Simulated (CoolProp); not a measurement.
Saturation properties of cyclopentane.

Model: reference Helmholtz-energy equation of state, Gedanitz 2015, in CoolProp.

| T (K) | p (MPa) | vapour Z | surface tension (mN/m) |
|---|---|---|---|
| 303 | 0.05108 | 0.9787 | 21.2 |
| 314.6 | 0.07784 | 0.9710 | 19.5 |
| 326.2 | 0.1146 | [?] | 18.0 |
| 337.8 | 0.1637 | 0.9504 | [?] |
| 349.4 | 0.2277 | 0.9373 | 14.9 |
| 361.1 | 0.3101 | 0.9220 | [?] |
| 372.7 | 0.4123 | [?] | 12.0 |
| 384.3 | 0.5379 | [?] | 10.7 |

Q: What belongs in the gaps?

A: 
- 326.2, vapour Z: 0.9616
- 337.8, surface tension (mN/m): 16.4
- 361.1, surface tension (mN/m): 13.5
- 372.7, vapour Z: 0.9047
- 384.3, vapour Z: 0.8851

It boils at 322.4 K under 1 atm.

Surface tension comes from a separate correlation (Mulero 2014).
